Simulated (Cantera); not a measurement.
Feed: 1 mol Fe2O3, 1.3 mol CH4, 0.18 mol CO, equilibrated at 0.0160 bar.

Equilibrium computed with Cantera from the NASA thermochemical tables; the gas is ideal and each condensed phase is pure. Candidate condensed phases: C, C6H6, C7H8, C8H18, Fe, Fe(CO)5, FeO, Fe(OH)2, Fe(OH)3, Fe2O3, Fe3O4, H2O; 114 gas species. Each liquid is taken as pure. Mutual solubility and eutectic melting of coexisting phases are not modelled. The tables' stoichiometric FeO is somewhat more stable than real wüstite, so its field is too wide. FeO: taken at fixed stoichiometry. Equilibrium is a limit: real reactors are often held back by kinetics, nucleation or transport.

**Question.** What share of the Fe ends up in condensed phases as a function of T (K), at 925, 1075, 1225, 1375, 1525, 1675, 1825, 1975, 2125?

**Answer.** 
```json
[
 {"T (K)": "925", "Fe condensed (%)": "100.0", "as": "Fe(α) + FeO(s)"},
 {"T (K)": "1075", "Fe condensed (%)": "100.0", "as": "Fe(α) + FeO(s)"},
 {"T (K)": "1225", "Fe condensed (%)": "100.0", "as": "Fe(γ) + FeO(s)"},
 {"T (K)": "1375", "Fe condensed (%)": "100.0", "as": "Fe(γ) + FeO(s)"},
 {"T (K)": "1525", "Fe condensed (%)": "100.0", "as": "Fe(γ) + FeO(s)"},
 {"T (K)": "1675", "Fe condensed (%)": "99.9", "as": "Fe(δ) + FeO(l)"},
 {"T (K)": "1825", "Fe condensed (%)": "99.5", "as": "Fe(l) + FeO(l)"},
 {"T (K)": "1975", "Fe condensed (%)": "96.4", "as": "Fe(l) + FeO(l)"},
 {"T (K)": "2125", "Fe condensed (%)": "80.6", "as": "Fe(l) + FeO(l)"}
]
```
